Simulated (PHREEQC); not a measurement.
# Alkaline etch or developer

Solution (95 °C): 5.7 mmol/kgw NaOH and 11 mmol/kgw Na2CO3. Closed to the air; pH follows from the charge balance.

Equilibrium calculation in PHREEQC: ion-association model, phreeqc.dat.

The pH is 10.10 and the ionic strength comes out as 0.0224 mol/kgw. The specific conductance is 7820 µS/cm. The total alkalinity is 27.7 meq/kg.

```
species  molality  activity   log γ
-------  --------  --------  ------
Na+        0.0203    0.0172  -0.072
NaCO3-    0.00741   0.00626  -0.073
OH-       0.00717   0.00602  -0.075
CO3-2     0.00213   0.00112  -0.278
HCO3-     0.00146   0.00124  -0.070
NaHCO3    8.66e-6   8.70e-6   0.002
CO2       2.47e-7   2.48e-7   0.002
```

This is a speciation only: nothing precipitates in the calculation. Away from 25 °C the constants follow the database's enthalpies or fits; those with neither stay at their 25 °C values.
